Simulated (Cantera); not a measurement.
An adiabatic, constant-volume homogeneous reactor starts with CH3OH : O2 : N2 = 1 : 1.7 : 6.41 (molar parts), equivalence ratio 0.88, at 1025 K and 250000 Pa. Integrator tolerance rtol = 1e-08.

Detailed kinetics in Cantera: GRI-Mech 3.0 (53 species, 325 reactions). GRI-Mech 3.0 was tuned for natural gas; its chemistry of methanol as a main component is partial and can be far from experiment.

Q: What does this change do: N2 6.41 to 11 parts?

A: 
```json
[
 {"quantity": "time of steepest temperature rise", "before": "0.136 s", "after": "0.156 s"},
 {"quantity": "temperature at 7.00 s", "before": "2767 K", "after": "2461 K"},
 {"quantity": "equilibrium temperature", "before": "2767 K", "after": "2461 K"},
 {"quantity": "x(CH3OH) at 7.00 s", "before": "<1e-12 (gas-phase equilibrium <1e-12)", "after": "<1e-12 (gas-phase equilibrium <1e-12)"},
 {"quantity": "x(O2) at 7.00 s", "before": "0.0261 (gas-phase equilibrium 0.0261)", "after": "0.0142 (gas-phase equilibrium 0.0142)"},
 {"quantity": "x(CH2O) at 7.00 s", "before": "5.71e-10 (gas-phase equilibrium 5.71e-10)", "after": "3.62e-11 (gas-phase equilibrium 3.62e-11)"},
 {"quantity": "x(C2H) at 7.00 s", "before": "<1e-12 (gas-phase equilibrium <1e-12)", "after": "<1e-12 (gas-phase equilibrium <1e-12)"},
 {"quantity": "x(C2H2) at 7.00 s", "before": "<1e-12 (gas-phase equilibrium <1e-12)", "after": "<1e-12 (gas-phase equilibrium <1e-12)"},
 {"quantity": "x(C2H6) at 7.00 s", "before": "<1e-12 (gas-phase equilibrium <1e-12)", "after": "<1e-12 (gas-phase equilibrium <1e-12)"},
 {"quantity": "x(HO2) at 7.00 s", "before": "1.25e-5 (gas-phase equilibrium 1.25e-5)", "after": "3.14e-6 (gas-phase equilibrium 3.14e-6)"}
]
```

Q: What does this change do: pressure from 250000 Pa to 210000 Pa?

A: 
| quantity | before | after |
|---|---|---|
| time of steepest temperature rise | 0.136 s | 0.156 s |
| temperature at 7.00 s | 2767 K | 2756 K |
| equilibrium temperature | 2767 K | 2756 K |
| x(CH3OH) at 7.00 s | <1e-12 (gas-phase equilibrium <1e-12) | <1e-12 (gas-phase equilibrium <1e-12) |
| x(O2) at 7.00 s | 0.0261 (gas-phase equilibrium 0.0261) | 0.0264 (gas-phase equilibrium 0.0264) |
| x(CH2O) at 7.00 s | 5.71e-10 (gas-phase equilibrium 5.71e-10) | 5.08e-10 (gas-phase equilibrium 5.08e-10) |
| x(C2H) at 7.00 s | <1e-12 (gas-phase equilibrium <1e-12) | <1e-12 (gas-phase equilibrium <1e-12) |
| x(C2H2) at 7.00 s | <1e-12 (gas-phase equilibrium <1e-12) | <1e-12 (gas-phase equilibrium <1e-12) |
| x(C2H6) at 7.00 s | <1e-12 (gas-phase equilibrium <1e-12) | <1e-12 (gas-phase equilibrium <1e-12) |
| x(HO2) at 7.00 s | 1.25e-5 (gas-phase equilibrium 1.25e-5) | 1.18e-5 (gas-phase equilibrium 1.18e-5) |

Q: What does this change do: pressure from 250000 Pa to 22000 Pa?

A: 
| quantity | before | after |
|---|---|---|
| time of steepest temperature rise | 0.136 s | 1.14 s |
| temperature at 7.00 s | 2767 K | 2606 K |
| equilibrium temperature | 2767 K | 2606 K |
| x(CH3OH) at 7.00 s | <1e-12 (gas-phase equilibrium <1e-12) | <1e-12 (gas-phase equilibrium <1e-12) |
| x(O2) at 7.00 s | 0.0261 (gas-phase equilibrium 0.0261) | 0.0314 (gas-phase equilibrium 0.0314) |
| x(CH2O) at 7.00 s | 5.71e-10 (gas-phase equilibrium 5.71e-10) | 9.67e-11 (gas-phase equilibrium 9.67e-11) |
| x(C2H) at 7.00 s | <1e-12 (gas-phase equilibrium <1e-12) | <1e-12 (gas-phase equilibrium <1e-12) |
| x(C2H2) at 7.00 s | <1e-12 (gas-phase equilibrium <1e-12) | <1e-12 (gas-phase equilibrium <1e-12) |
| x(C2H6) at 7.00 s | <1e-12 (gas-phase equilibrium <1e-12) | <1e-12 (gas-phase equilibrium <1e-12) |
| x(HO2) at 7.00 s | 1.25e-5 (gas-phase equilibrium 1.25e-5) | 5.26e-6 (gas-phase equilibrium 5.26e-6) |
